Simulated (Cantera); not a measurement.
## Silicon carbide growth: SiH₄ + C₂H₄ + H₂

Feed: 1 mol SiH₄, 0.024 mol C₂H₄, 17 mol H₂, equilibrated at 1548 K and 0.00880 bar.

Equilibrium computed with Cantera from the NASA thermochemical tables; the gas is ideal and each condensed phase is pure. Candidate condensed phases: C, C₆H₆, C₇H₈, C₈H₁₈, Si, SiC; 87 gas species. Mutual solubility and eutectic melting of coexisting phases are not modelled. The numbers say what is thermodynamically allowed, not how fast it happens.

```yaml
x(H₂): 1.000
x(H): 0.000328
x(Si): 3.61e-6
x(SiH₂): 2.73e-6
n(Si(s)): 0.952 mol
n(SiC(s)): 0.0480 mol
gas_amount: 19.05 mol
log10 activity of C(graphite) (absent): -2.06
```
